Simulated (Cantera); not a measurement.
A closed system holds: 1 mol Si, 0.4 mol N2O, 3.5 mol H2, equilibrated at 100000 Pa.

Equilibrium computed with Cantera from the NASA thermochemical tables; the gas is ideal and each condensed phase is pure. Candidate condensed phases: H2O, Si, SiO2, Si2N2O, Si3N4; 35 gas species. Mutual solubility and eutectic melting of coexisting phases are not modelled. Gases not in the tables: Si2H6 and higher silanes. Rates play no part.

Q: Which condensed phases are stable at each of these points (T (K)): 1223, 1273, 1323, 1373, 1423, 1473, 1523, 1573, 1623, 1673, 1723, 1773?

A: 
| T (K) | condensed phases | Si condensed (%) |
|---|---|---|
| 1223 | Si(s) + Si2N2O(s) | 100.0 |
| 1273 | Si(s) + Si2N2O(s) | 100.0 |
| 1323 | Si(s) + Si2N2O(s) | 100.0 |
| 1373 | Si(s) + Si2N2O(s) | 100.0 |
| 1423 | Si(s) + Si2N2O(s) | 100.0 |
| 1473 | Si(s) + Si2N2O(s) | 100.0 |
| 1523 | Si(s) + Si2N2O(s) | 100.0 |
| 1573 | Si(s) + Si2N2O(s) | 100.0 |
| 1623 | Si(s) + Si2N2O(s) | 100.0 |
| 1673 | Si(s) + Si2N2O(s) | 99.9 |
| 1723 | Si(l) + Si2N2O(s) | 99.8 |
| 1773 | Si(l) + Si2N2O(s) | 99.6 |

From 1223 K to 1673 K the condensed part is Si(s) + Si2N2O(s). From 1723 K to 1773 K the condensed part is Si(l) + Si2N2O(s).
